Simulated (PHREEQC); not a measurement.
1 kg of water holding 0.031 mol CaCl2, 0.13 mol KCl and 0.013 mol NaCl is evaporated at 20 °C; the solids stay in contact with the brine. The system is closed to CO2. Solids allowed: Halite, Portlandite, Sylvite. Others were left out.

The numbers come from PHREEQC with the Pitzer model, pitzer.dat.

```json
[
 {"water left (kg)": "1", "ionic strength": "0.236", "water activity": "0.994", "Sylvite (mol)": "0", "Halite (mol)": "0"},
 {"water left (kg)": "0.6755", "ionic strength": "0.349", "water activity": "0.991", "Sylvite (mol)": "0", "Halite (mol)": "0"},
 {"water left (kg)": "0.4563", "ionic strength": "0.517", "water activity": "0.987", "Sylvite (mol)": "0", "Halite (mol)": "0"},
 {"water left (kg)": "0.3082", "ionic strength": "0.766", "water activity": "0.980", "Sylvite (mol)": "0", "Halite (mol)": "0"},
 {"water left (kg)": "0.2082", "ionic strength": "1.13", "water activity": "0.971", "Sylvite (mol)": "0", "Halite (mol)": "0"},
 {"water left (kg)": "0.1407", "ionic strength": "1.68", "water activity": "0.957", "Sylvite (mol)": "0", "Halite (mol)": "0"},
 {"water left (kg)": "0.09502", "ionic strength": "2.48", "water activity": "0.935", "Sylvite (mol)": "0", "Halite (mol)": "0"},
 {"water left (kg)": "0.06418", "ionic strength": "3.68", "water activity": "0.901", "Sylvite (mol)": "0", "Halite (mol)": "0"},
 {"water left (kg)": "0.04335", "ionic strength": "5.44", "water activity": "0.847", "Sylvite (mol)": "0", "Halite (mol)": "0"},
 {"water left (kg)": "0.0293", "ionic strength": "6.73", "water activity": "0.811", "Sylvite (mol)": "0.0390", "Halite (mol)": "0"},
 {"water left (kg)": "0.01979", "ionic strength": "7.86", "water activity": "0.778", "Sylvite (mol)": "0.0804", "Halite (mol)": "0"},
 {"water left (kg)": "0.01337", "ionic strength": "9.71", "water activity": "0.712", "Sylvite (mol)": "0.106", "Halite (mol)": "0"},
 {"water left (kg)": "0.00903", "ionic strength": "12.5", "water activity": "0.600", "Sylvite (mol)": "0.120", "Halite (mol)": "0.00315"},
 {"water left (kg)": "0.006093", "ionic strength": "16.3", "water activity": "0.453", "Sylvite (mol)": "0.125", "Halite (mol)": "0.0111"}
]
```

Sylvite from water left = 0.03564 kg; Halite from water left = 0.00903 kg.

Complexes and solids missing from the database can't appear.
